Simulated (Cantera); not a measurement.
A Cantera script and its output.

```python
import numpy as np
import cantera as ct

gas = ct.Solution("gri30.yaml")
gas.TPX = 1800, 1300000, {'CH4': 1, 'CO2': 0.47}
reactor = ct.IdealGasConstPressureReactor(gas, energy="off", clone=False)
net = ct.ReactorNet([reactor])
net.rtol, net.atol = 1e-08, 1e-18
show = ['CH4', 'CO2', 'C2H6', 'HCO', 'HO2', 'CH2CO', 'H']
times = np.geomspace(0.0004, 2, 12)

steps = ct.SolutionArray(gas, extra=["t"])
rows = []
print(f"{'t/s':>10s}{'T/K':>9s}{'P/Pa':>11s}" + "".join(f"{s:>11s}" for s in show))
for t in times:
    while net.time < t:
        t_next = net.step()
        steps.append(gas.state, t=t_next)
    rows.append([np.interp(t, steps.t, y) for y in (steps.T, steps.P, *steps(*show).X.T)])
    print(f"{t:10.3e}{rows[-1][0]:9.1f}{rows[-1][1]:11.4g}" + "".join(f"{x:11.3e}" for x in rows[-1][2:]))
rate = np.gradient(steps.T, steps.t)
print("integrator steps:", len(steps.t))
if steps.T.max() > steps.T[0] + 200:
    print(f"time of steepest temperature rise: {steps.t[rate.argmax()]:.4e} s")
gas.TPX = 1800, 1300000, {'CH4': 1, 'CO2': 0.47}
gas.equilibrate("TP")
print(f"equilibrium (TP): T = {gas.T:.1f} K  " + "  ".join(f"{s} {gas[s].X[0]:.3e}" for s in show))
```

Output:

```
       t/s      T/K       P/Pa        CH4        CO2       C2H6        HCO        HO2      CH2CO          H
 4.000e-04   1800.0    1.3e+06  3.375e-01  2.314e-01  1.404e-03  1.991e-08  2.112e-13  1.295e-05  3.915e-05
 8.676e-04   1800.0    1.3e+06  2.261e-01  1.714e-01  6.384e-04  3.202e-08  2.784e-13  2.842e-05  4.827e-05
 1.882e-03   1800.0    1.3e+06  1.371e-01  9.587e-02  2.829e-04  5.843e-08  2.516e-13  5.098e-05  5.487e-05
 4.082e-03   1800.0    1.3e+06  8.657e-02  3.792e-02  1.497e-04  8.715e-08  1.543e-13  6.619e-05  5.957e-05
 8.854e-03   1800.0    1.3e+06  7.362e-02  2.170e-02  1.204e-04  1.054e-07  9.272e-14  5.740e-05  6.269e-05
 1.920e-02   1800.0    1.3e+06  7.370e-02  1.722e-02  1.141e-04  1.233e-07  4.956e-14  3.943e-05  6.493e-05
 4.166e-02   1800.0    1.3e+06  7.326e-02  1.169e-02  1.049e-04  1.456e-07  1.877e-14  2.334e-05  6.750e-05
 9.035e-02   1800.0    1.3e+06  7.117e-02  6.066e-03  9.280e-05  1.677e-07  4.339e-15  1.292e-05  6.993e-05
 1.960e-01   1800.0    1.3e+06  6.853e-02  2.004e-03  8.239e-05  1.836e-07  4.330e-16  7.925e-06  7.166e-05
 4.251e-01   1800.0    1.3e+06  6.707e-02  2.636e-04  7.749e-05  1.904e-07  7.246e-18  6.300e-06  7.239e-05
 9.221e-01   1800.0    1.3e+06  6.683e-02  8.389e-06  7.675e-05  1.914e-07  7.778e-21  6.085e-06  7.250e-05
 2.000e+00   1800.0    1.3e+06  6.683e-02  4.584e-06  7.673e-05  1.914e-07  2.454e-21  6.082e-06  7.251e-05
integrator steps: 1716
equilibrium (TP): T = 1800.0 K  CH4 6.683e-02  CO2 4.657e-06  C2H6 7.673e-05  HCO 1.914e-07  HO2 2.530e-21  CH2CO 6.098e-06  H 7.251e-05
```

Cantera simulation using GRI-Mech 3.0 (53 species, 325 reactions); the numbers are that mechanism's predictions, not measurements. GRI-Mech 3.0 stops at C3 and has no aromatics, soot or wall deposition, so with more carbon than oxygen in the feed, carbon stays in small species such as C2H2 where larger ones or solid carbon would form. The pressure lies above the range GRI-Mech 3.0 was tuned for (to about 10 atm).
